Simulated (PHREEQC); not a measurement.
# Nickel, zinc or cadmium bath

Consider water at 25 °C with 0.073 mol ZnSO4 and 7e-05 mol Na2SO4 per kg of water. Closed to the air; pH follows from the charge balance.

All values are PHREEQC results (ion-association model, phreeqc.dat), not measurements.

Precipitation was switched off in this run.

Problem. Predict the pH.

Solution. pH 5.57.

Problem. In which forms is S present?

Solution. SO4-2 42 %, ZnSO4 38 %, Zn(SO4)2-2 19 % of the S.
